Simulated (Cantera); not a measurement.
What does this Cantera script print?

```python
import numpy as np
import cantera as ct

gas = ct.Solution("gri30.yaml", transport_model="mixture-averaged")
show = ['H2O', 'CO2', 'NO']

rows = []
print(f"{'T/K':>7s}{'rho':>11s}{'cp':>10s}{'mu':>11s}{'lambda':>11s}{'Pr':>7s}" + "".join(f"{'D_' + s:>11s}" for s in show))
for T in [400, 600, 800, 1000, 1200, 1400, 1600]:
    gas.TPX = T, 200000, {'CO2': 0.47, 'CO': 0.48}
    Pr = gas.cp_mass * gas.viscosity / gas.thermal_conductivity
    D = [gas.mix_diff_coeffs_mole[gas.species_index(s)] for s in show]
    rows.append([gas.density, gas.cp_mass, gas.viscosity, gas.thermal_conductivity, Pr, *D])
    print(f"{T:7g}{gas.density:11.4e}{gas.cp_mass:10.1f}{gas.viscosity:11.4e}"
          f"{gas.thermal_conductivity:11.4e}{Pr:7.3f}" + "".join(f"{d:11.4e}" for d in D))
print("SI units: kg/m3, J/kg/K, Pa s, W/m/K, m2/s")
```

Output:

```
    T/K        rho        cp         mu     lambda     Pr      D_H2O      D_CO2       D_NO
    400 2.1604e+00     981.6 2.0772e-05 2.8386e-02  0.718 1.6772e-05 1.3382e-05 1.4900e-05
    600 1.4403e+00    1079.9 2.8521e-05 4.2577e-02  0.723 3.6460e-05 2.7326e-05 3.0127e-05
    800 1.0802e+00    1156.8 3.5165e-05 5.5918e-02  0.727 6.1954e-05 4.4786e-05 4.9148e-05
   1000 8.6416e-01    1214.5 4.1100e-05 6.8355e-02  0.730 9.2473e-05 6.5375e-05 7.1564e-05
   1200 7.2014e-01    1255.7 4.6538e-05 7.9976e-02  0.731 1.2749e-04 8.8836e-05 9.7104e-05
   1400 6.1726e-01    1286.9 5.1603e-05 9.0884e-02  0.731 1.6665e-04 1.1498e-04 1.2557e-04
   1600 5.4010e-01    1310.3 5.6378e-05 1.0117e-01  0.730 2.0968e-04 1.4367e-04 1.5681e-04
SI units: kg/m3, J/kg/K, Pa s, W/m/K, m2/s
```

Detailed kinetics in Cantera: GRI-Mech 3.0 (53 species, 325 reactions).
